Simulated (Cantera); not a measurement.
Pyrogenic steam for wet oxidation

A perfectly stirred reactor is fed with 34.1 % H₂, 43.7 % O₂, 22.3 % N₂, equivalence ratio 0.39, at 69000 Pa; it is held at 1148 K, and followed from long to short residence time.

Model: GRI-Mech 3.0 (53 species, 325 reactions), integrated in Cantera. The temperature is held fixed by assumption; the heat of reaction is taken as removed at once.

```csv
τ (s),x H₂,x O₂,x HO₂,x H₂O₂,x O,x N₂O,x OH
2.4,0.000717,0.321,2.50e-5,2.64e-6,1.97e-6,2.62e-7,1.69e-5
1.1,0.00117,0.321,3.79e-5,5.60e-6,3.85e-6,2.68e-7,2.23e-5
0.50,0.00192,0.322,5.65e-5,1.14e-5,7.33e-6,2.52e-7,2.95e-5
0.22,0.00318,0.322,8.31e-5,2.19e-5,1.38e-5,2.22e-7,3.98e-5
0.10,0.00502,0.323,0.000116,3.70e-5,2.46e-5,1.88e-7,5.44e-5
0.046,0.00752,0.323,0.000154,5.34e-5,4.29e-5,1.55e-7,7.74e-5
0.021,0.0106,0.324,0.000194,6.44e-5,7.54e-5,1.27e-7,0.000118
0.0095,0.0142,0.326,0.000233,6.45e-5,0.000135,1.05e-7,0.000192
0.0043,0.0186,0.327,0.000270,5.69e-5,0.000243,8.56e-8,0.000319
0.0020,0.0242,0.329,0.000305,4.79e-5,0.000420,6.90e-8,0.000517
```
x: mole fraction; the columns are a selection and need not sum to one.
